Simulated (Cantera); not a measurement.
A perfectly stirred reactor is fed with C3H8 : O2 : N2 : CO2 = 1 : 5.49 : 31.3 : 2.7 (molar parts), equivalence ratio 0.91, at 1.01 bar; it is adiabatic with a 400 K inlet, and is followed from long to short residence time, starting on the burning branch (τ in s: 0.029, 0.012, 0.0051, 0.0021, 0.0009, 0.00038, 0.00016, 6.6e-05, 2.8e-05, 1.2e-05, 4.9e-06).

Computed with Cantera and GRI-Mech 3.0 (53 species, 325 reactions). GRI-Mech 3.0 was tuned for natural gas; its chemistry of propane as a main component is partial and can be far from experiment.

**Question.** What does this change do: O2 5.49 to 3.8 parts?

**Answer.** 
```csv
quantity,before,after
"blow-out, bracketed by the residence times tried","burning at 0.900 ms, out at 0.380 ms",not reached
x(C3H8) at τ = 29.0 ms,2.61e-6,0.0258
x(O2) at τ = 29.0 ms,0.0147,0.0979
x(CO2) at τ = 29.0 ms,0.131,0.0696
x(C2H4) at τ = 29.0 ms,8.27e-6,<1e-12
x(CH2O) at τ = 29.0 ms,2.22e-6,<1e-12
x(C3H8) at τ = 0.380 ms,0.0247,0.0258
x(O2) at τ = 0.380 ms,0.136,0.0979
x(CO2) at τ = 0.380 ms,0.0667,0.0696
x(C2H4) at τ = 0.380 ms,<1e-12,<1e-12
x(CH2O) at τ = 0.380 ms,<1e-12,<1e-12
state,not reached,not burning at any residence time tried
```
